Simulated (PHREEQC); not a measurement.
Make-up at 25 °C: 4.4 mmol/kgw Na3PO4 and 2.7 mmol/kgw H2S. Closed to the air; pH follows from the charge balance.

Computed with PHREEQC (ion-association model, wateq4f.dat).

This is a speciation only: nothing precipitates in the calculation.

Problem. Estimate the pH, ionic strength.

Solution. pH 11.04; ionic strength 0.0183 mol/kgw.

Problem. In which forms is P present?

Solution. HPO4-2 90 %, PO4-3 8.6 %, NaHPO4- 1.4 % of the P.

Species that the database lacks are ignored. H3PO4, which wateq4f.dat lacks, is added to it with the constant of phreeqc.dat. The polysulfide entries of wateq4f.dat were taken out for this run.
